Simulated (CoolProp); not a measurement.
Computed with CoolProp (reference Helmholtz-energy equation of state, Thol 2019).

Q: Give the vapour pressure (MPa), liquid density (kg/m³), vapour density (kg/m³) of saturated decamethylcyclopentasiloxane (D5) at 370.9, 427.9, 433.6 K.

A: 
```json
[
 {"T (K)": "370.9", "p (MPa)": "0.00225", "liquid density (kg/m³)": "876", "vapour density (kg/m³)": "0.271"},
 {"T (K)": "427.9", "p (MPa)": "0.0215", "liquid density (kg/m³)": "812", "vapour density (kg/m³)": "2.31"},
 {"T (K)": "433.6", "p (MPa)": "0.0258", "liquid density (kg/m³)": "806", "vapour density (kg/m³)": "2.75"}
]
```
